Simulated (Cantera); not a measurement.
## Metals in furnace atmospheres: Cu + O₂ + H₂

Input: 1 mol Cu, 0.68 mol O₂, 12 mol H₂, at 1025 K and 13300 Pa.

Cantera equilibrium calculation (NASA polynomials, part measured and part estimated; ideal gas, pure solids and liquids). Candidate condensed phases: Cu, CuO, Cu(OH)₂, Cu₂O, H₂O; 12 gas species. Rates play no part.

The x(H₂) is 0.887, the x(H₂O) is 0.113 and the n(Cu(s)) comes out as 1.00 mol. The gas amount comes out as 12.00 mol and the log10 activity of Cu(OH)₂(s) (absent) is -12.39.
